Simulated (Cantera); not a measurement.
Feed: 1 mol Ti, 2 mol CH₄, 0.28 mol O₂, at 0.290 bar.

These are equilibrium values from Cantera (NASA tables, ideal gas, pure condensed phases), not measurements of a reactor. Candidate condensed phases: C, C₆H₆, C₇H₈, C₈H₁₈, H₂O, Ti, TiC, TiO, TiO₂, Ti₂O₃, Ti₃O₅, Ti₄O₇; 113 gas species. Mutual solubility and eutectic melting of coexisting phases are not modelled. TiC: taken at fixed stoichiometry. The numbers say what is thermodynamically allowed, not how fast it happens.

Which condensed phases are stable at each of these points (T (K)): 1173, 1223, 1273, 1323, 1373, 1423, 1473, 1523?


```
T (K)                 condensed phases  Ti condensed (%)
-----  -------------------------------  ----------------
1173   C(graphite) + TiC(s) + Ti₃O₅(s)             100.0
1223   C(graphite) + TiC(s) + Ti₃O₅(s)             100.0
1273   C(graphite) + TiC(s) + Ti₃O₅(s)             100.0
1323   C(graphite) + TiC(s) + Ti₃O₅(s)             100.0
1373              C(graphite) + TiC(s)             100.0
1423              C(graphite) + TiC(s)             100.0
1473              C(graphite) + TiC(s)             100.0
1523              C(graphite) + TiC(s)             100.0
```

From 1173 K to 1323 K the condensed part is C(graphite) + TiC(s) + Ti₃O₅(s). From 1373 K to 1523 K the condensed part is C(graphite) + TiC(s).
